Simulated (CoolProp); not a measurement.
Water along the isobar 9.88 MPa: fugacity coefficient from the reference equation and from simpler models built on Tc = 373.9 °C, pc = 22.06 MPa, ω = 0.344; each cubic takes its own stable root.

The numbers come from the reference Helmholtz-energy equation of state, Wagner 2002 in CoolProp.

```tsv
T (°C)	phase	reference	van der Waals	Redlich-Kwong	Soave-Redlich-Kwong
242.75	liquid	0.3187	0.6919	0.4702	0.3369
266.75	liquid	0.4527	0.7940	0.6117	0.4780
290.85	liquid	0.6170	0.8150	0.7681	0.6475
314.85	gas	0.7769	0.8330	0.8032	0.7920
338.85	gas	0.8122	0.8486	0.8249	0.8189
362.95	gas	0.8397	0.8623	0.8435	0.8418
386.95	gas	0.8618	0.8743	0.8595	0.8614
411.05	gas	0.8801	0.8850	0.8736	0.8784
435.05	gas	0.8953	0.8945	0.8858	0.8931
459.05	gas	0.9082	0.9030	0.8966	0.9060
483.15	gas	0.9191	0.9106	0.9062	0.9174
507.15	gas	0.9286	0.9175	0.9147	0.9274
531.15	gas	0.9367	0.9237	0.9223	0.9362
555.25	gas	0.9438	0.9294	0.9291	0.9440
579.25	gas	0.9500	0.9345	0.9352	0.9510
```

At some of these states van der Waals gives the other phase, because its saturation line lies elsewhere.
